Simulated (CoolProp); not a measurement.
Vapour-liquid equilibrium of R125 (1) + R1234yf (2) at -77.25 °C; x and y are mole fractions of (1).

Computed with CoolProp (multi-fluid Helmholtz-energy mixture model, Lemmon 2005 and Lemmon 2022; pair parameters Bell 2023).

```
x     bubble pressure, mixture model (kPa)  bubble pressure, Raoult's law (kPa)  y, mixture model  y, Raoult's law
----  ------------------------------------  -----------------------------------  ----------------  ---------------
0.05                                 7.302                                7.278             0.131            0.129
0.15                                     …                                8.482             0.334            0.331
0.25                                 9.761                                9.687             0.484            0.483
0.35                                 10.97                                10.89             0.601            0.602
0.45                                 12.17                                12.10             0.694            0.696
0.55                                 13.36                                13.30             0.771            0.774
0.65                                 14.55                                14.51                 …            0.839
0.75                                     …                                15.71                 …            0.894
0.85                                     …                                16.92             0.939            0.941
0.95                                 18.12                                18.12             0.981            0.982
```

Q: Complete the blanks.

A: 
- 0.15, bubble pressure, mixture model (kPa): 8.540
- 0.65, y, mixture model: 0.836
- 0.75, bubble pressure, mixture model (kPa): 15.74
- 0.75, y, mixture model: 0.891
- 0.85, bubble pressure, mixture model (kPa): 16.93

The largest gap from Raoult's law is +0.8 % in bubble pressure, at x = 0.25. No azeotrope shows between x = 0.05 and 0.95.

Pair parameters are fitted to limited data, so mixtures are less certain than the pure fluids.
